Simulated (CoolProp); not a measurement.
A closed Brayton cycle with nitrogen: compressor inlet 307.15 K and 7.4 MPa, high pressure 17.8 MPa, turbine inlet 785 K, compressor efficiency 0.85, turbine efficiency 0.9, recuperator effectiveness 0.9 (on enthalpy, no pinch check). Each further row changes one setting.

Model: reference Helmholtz-energy equation of state, Span 2000, in CoolProp.

```csv
case,thermal efficiency (%),net work (kJ/kg),compressor to turbine work,compressor exit (K),turbine exit (K)
as stated,[?],60.9,0.65,411.6,635.5
turbine inlet 735 K,26.7,[?],[?],411.6,593.6
compressor inlet 317.15 K,[?],56.9,[?],[?],635.5
high pressure 15.1 MPa,30.9,[?],0.62,390.0,661.2
recuperator effectiveness 0.5,[?],60.9,0.65,411.6,635.5
```

Task: Fill in the missing entries.

Result: 
- as stated, thermal efficiency (%): 30.1
- turbine inlet 735 K, net work (kJ/kg): 49.9
- turbine inlet 735 K, compressor to turbine work: 0.69
- compressor inlet 317.15 K, thermal efficiency (%): 28.5
- compressor inlet 317.15 K, compressor to turbine work: 0.67
- compressor inlet 317.15 K, compressor exit (K): 425.0
- high pressure 15.1 MPa, net work (kJ/kg): 54.8
- recuperator effectiveness 0.5, thermal efficiency (%): 20.3
